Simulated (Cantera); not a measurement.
A perfectly stirred reactor is fed with H₂ : O₂ = 0.23 : 1 (molar parts), equivalence ratio 0.12, at 1330 Pa; it is held at 1250 K, and followed from long to short residence time.

Cantera simulation using the H2/O2 subset of GRI-Mech 3.0, which has no nitrogen chemistry; the numbers are that mechanism's predictions, not measurements. Radical loss at walls, strong at low pressure, is not modelled. The temperature is held fixed by assumption; the heat of reaction is taken as removed at once.

### Question
Predict: x(H₂) at τ = 6.50 s; x(O₂) at τ = 6.50 s; x(OH) at τ = 6.50 s; x(H₂O₂) at τ = 6.50 s; x(O) at τ = 6.50 s; x(H₂) at τ = 0.240 s; x(O₂) at τ = 0.240 s; x(OH) at τ = 0.240 s; x(H₂O₂) at τ = 0.240 s; x(O) at τ = 0.240 s.

### Answer
| Item | Result |
|---|---|
| x(H₂) at τ = 6.50 s | 0.000189 |
| x(O₂) at τ = 6.50 s | 0.792 |
| x(OH) at τ = 6.50 s | 0.00147 |
| x(H₂O₂) at τ = 6.50 s | 1.32e-7 |
| x(O) at τ = 6.50 s | 0.00102 |
| x(H₂) at τ = 0.240 s | 0.00155 |
| x(O₂) at τ = 0.240 s | 0.783 |
| x(OH) at τ = 0.240 s | 0.00436 |
| x(H₂O₂) at τ = 0.240 s | 2.97e-7 |
| x(O) at τ = 0.240 s | 0.00888 |
